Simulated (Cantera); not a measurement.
## Fluorocarbon and chlorocarbon gases: CH3Cl + CH4

A closed system holds: 1 mol CH3Cl, 0.14 mol CH4, held at 74000 Pa.

Cantera equilibrium calculation (NASA polynomials, part measured and part estimated; ideal gas, pure solids and liquids). Candidate condensed phases: C, C6H6, C7H8, C8H18; 91 gas species. Rates play no part.

```
T (K)   x H2  x HCl      x H     x Cl  x C2H2 (acetylene)     x C2H   x C2HCl    x C4H2  n C(graphite)
-----  -----  -----  -------  -------  ------------------  --------  --------  --------  -------------
2150   0.558  0.435  0.00366  0.00209             0.00108   2.13e-7   4.99e-6   8.50e-7           1.13
2200   0.557  0.434  0.00488  0.00277             0.00143   4.34e-7   7.33e-6   1.49e-6           1.13
2250   0.555  0.433  0.00643  0.00363             0.00186   8.54e-7   1.06e-5   2.54e-6           1.13
2300   0.553  0.431  0.00837  0.00469             0.00239   1.63e-6   1.50e-5   4.23e-6           1.13
2350   0.551  0.429   0.0108  0.00600             0.00304   3.04e-6   2.09e-5   6.89e-6           1.13
2400   0.548  0.426   0.0137  0.00759             0.00382   5.49e-6   2.88e-5   1.10e-5           1.12
2450   0.545  0.423   0.0172  0.00950             0.00476   9.69e-6   3.90e-5   1.71e-5           1.12
2500   0.541  0.419   0.0215   0.0118             0.00585   1.67e-5   5.20e-5   2.62e-5           1.11
2550   0.537  0.415   0.0266   0.0145             0.00714   2.81e-5   6.85e-5   3.93e-5           1.11
2600   0.531  0.410   0.0325   0.0176             0.00861   4.64e-5   8.91e-5   5.79e-5           1.10
2650   0.525  0.404   0.0395   0.0212              0.0103   7.50e-5  0.000114   8.39e-5           1.09
2700   0.517  0.397   0.0475   0.0254              0.0122  0.000119  0.000145  0.000119           1.08
2750   0.509  0.389   0.0567   0.0301              0.0143  0.000185  0.000181  0.000168           1.07
```
x: gas mole fraction; n: condensed amount in mol.

From 2150 K to 2750 K the condensed part is C(graphite). The main C-bearing gas is C2H2 (acetylene) throughout. The share of C in condensed phases is highest at 2150 K (99.5 %) and lowest at 2750 K (93.7 %).
